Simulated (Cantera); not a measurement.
**Chlorosilane synthesis and conversion: SiCl₄ + Cl₂ + H₂**

Feed: 1 mol SiCl₄, 1.3 mol Cl₂, a varied amount of H₂, at 1198.15 K and 28.0 bar.

Equilibrium computed with Cantera from the NASA thermochemical tables; the gas is ideal and each condensed phase is pure. Candidate condensed phases: Si; 19 gas species. The tables' values for SiCl₃ are old estimates; treat these amounts as uncertain. Equilibrium is a limit: real reactors are often held back by kinetics, nucleation or transport.

```
n(H₂) (mol)     x H₂  x HCl  x SiCl₄     x Cl₂
-----------  -------  -----  -------  --------
0.94         3.86e-9  0.580    0.309     0.111
3.6            0.386  0.445    0.165  6.53e-10
6.2            0.571  0.312    0.112  2.17e-10
8.9            0.672  0.239   0.0827  1.08e-10
12             0.741  0.189   0.0630  6.13e-11
14             0.772  0.167   0.0543  4.58e-11
17             0.806  0.142   0.0446  3.19e-11
19             0.824  0.129   0.0398  2.59e-11
```
x: gas mole fraction; nothing condenses.

From 0.94 mol H₂ to 19 mol H₂ nothing is condensed. The main Si-bearing gas is SiCl₄ throughout.
